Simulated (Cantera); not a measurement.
A closed system holds: 1 mol Hg, 0.25 mol H2, 17 mol N2, held at 1.00 bar.

Cantera equilibrium calculation (NASA polynomials, part measured and part estimated; ideal gas, pure solids and liquids). Candidate condensed phases: Hg; 10 gas species. Equilibrium is a limit: real reactors are often held back by kinetics, nucleation or transport. All values below are at 527 °C.

Base state: N2 0.932, Hg 0.0548, H2 0.0137 (mole fractions); condensed: gas only.

Question: What changes in the equilibrium state with this change: Hg replaced by Pb?

Answer: 
```
species     before   after
----------  ------  ------
N2           0.932   0.986
H2          0.0137  0.0145
Hg          0.0548       0
Pb(l), mol       0   1.000
```
Further candidate phases: Pb.
